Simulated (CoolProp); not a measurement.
Vapour-liquid equilibrium of methanol (1) + ethanol (2) at 0.00163 MPa; x and y are mole fractions of (1).

Values from CoolProp's multi-fluid Helmholtz-energy mixture model, de Reuck 1993 and Schroeder 2014; pair parameters Bell 2016.

```json
[
 {"x": "0.05", "bubble temperature, mixture model (K)": "272.3", "bubble temperature, Raoult's law (K)": "272.3", "y, mixture model": "0.122", "y, Raoult's law": "0.118"},
 {"x": "0.15", "bubble temperature, mixture model (K)": "270.3", "bubble temperature, Raoult's law (K)": "270.4", "y, mixture model": "0.315", "y, Raoult's law": "0.313"},
 {"x": "0.25", "bubble temperature, mixture model (K)": "268.6", "bubble temperature, Raoult's law (K)": "268.7", "y, mixture model": "0.462", "y, Raoult's law": "0.466"},
 {"x": "0.35", "bubble temperature, mixture model (K)": "267.1", "bubble temperature, Raoult's law (K)": "267.1", "y, mixture model": "0.580", "y, Raoult's law": "0.588"},
 {"x": "0.45", "bubble temperature, mixture model (K)": "265.8", "bubble temperature, Raoult's law (K)": "265.6", "y, mixture model": "0.678", "y, Raoult's law": "0.687"},
 {"x": "0.55", "bubble temperature, mixture model (K)": "264.5", "bubble temperature, Raoult's law (K)": "264.3", "y, mixture model": "0.761", "y, Raoult's law": "0.768"},
 {"x": "0.65", "bubble temperature, mixture model (K)": "263.3", "bubble temperature, Raoult's law (K)": "263.1", "y, mixture model": "0.831", "y, Raoult's law": "0.835"},
 {"x": "0.75", "bubble temperature, mixture model (K)": "262.1", "bubble temperature, Raoult's law (K)": "262.0", "y, mixture model": "0.891", "y, Raoult's law": "0.892"},
 {"x": "0.85", "bubble temperature, mixture model (K)": "261.0", "bubble temperature, Raoult's law (K)": "260.9", "y, mixture model": "0.941", "y, Raoult's law": "0.940"},
 {"x": "0.95", "bubble temperature, mixture model (K)": "260.0", "bubble temperature, Raoult's law (K)": "260.0", "y, mixture model": "0.982", "y, Raoult's law": "0.982"}
]
```

The largest gap from Raoult's law is +0.2 K in bubble temperature, at x = 0.55. No azeotrope shows between x = 0.05 and 0.95.

Pair parameters are fitted to limited data, so mixtures are less certain than the pure fluids.
